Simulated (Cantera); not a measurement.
Input: 1 mol PbO, 37 mol H2, at 2048 K and 0.600 bar.

Equilibrium computed with Cantera from the NASA thermochemical tables; the gas is ideal and each condensed phase is pure. Candidate condensed phases: H2O, Pb, PbO, PbO2, Pb3O4; 12 gas species. Rates play no part.

Base state: H2 0.945, Pb 0.0263, H2O 0.0263, H 0.00281 (mole fractions); condensed: gas only.

### Question
What changes in the equilibrium state with this change: temperature from 2048 K to 1575 K?

### Answer
```json
[
 {"species": "H2", "before": "0.945", "after": "0.947"},
 {"species": "H2O", "before": "0.0263", "after": "0.0263"},
 {"species": "Pb", "before": "0.0263", "after": "0.0263"},
 {"species": "H", "before": "0.00281", "after": "5.22e-5"}
]
```

### Question
What changes in the equilibrium state with this change: H2 from 37 to 0.77 mol?

### Answer
| species | before | after |
|---|---|---|
| Pb | 0.0263 | 0.429 |
| H2O | 0.0263 | 0.426 |
| PbO | 3.95e-6 | 0.134 |
| H2 | 0.945 | 0.00734 |
| O2 | <1e-9 | 0.000951 |
| O | 1.83e-8 | 3.82e-5 |
Gases not in the tables: (PbO)n polymers.
